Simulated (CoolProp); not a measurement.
R1336mzz(E) along the isobar 3.06 MPa: fugacity coefficient from the reference equation and from simpler models built on Tc = 130.4 °C, pc = 2.779 MPa, ω = 0.413; each cubic takes its own stable root.

Computed with CoolProp (reference Helmholtz-energy equation of state, Akasaka 2023).

```tsv
T (°C)	phase	reference
58.05	liquid	0.1718
63.25	liquid	0.1942
68.55	liquid	0.2187
73.85	liquid	0.2449
79.05	liquid	0.2722
84.35	liquid	0.3016
89.55	liquid	0.3319
94.85	liquid	0.3642
100.05	liquid	0.3971
105.35	liquid	0.4318
110.55	liquid	0.4667
115.85	liquid	0.5030
121.05	liquid	0.5389
126.35	liquid	0.5755
131.55	supercritical	0.6106
136.85	supercritical	0.6412
```

### Question
How far does each simpler model (Redlich-Kwong, Soave-Redlich-Kwong, Peng-Robinson) lie from the reference over these 16 states: mean and median of the absolute difference, and the worst?

### Answer
- Redlich-Kwong: mean 20.1 %, median 17.7 %, worst +47.4 % at 58.05 °C and 3.06 MPa
- Soave-Redlich-Kwong: mean 4.0 %, median 4.3 %, worst +4.6 % at 89.55 °C and 3.06 MPa
- Peng-Robinson: mean 0.6 %, median 0.6 %, worst -1.5 % at 136.85 °C and 3.06 MPa
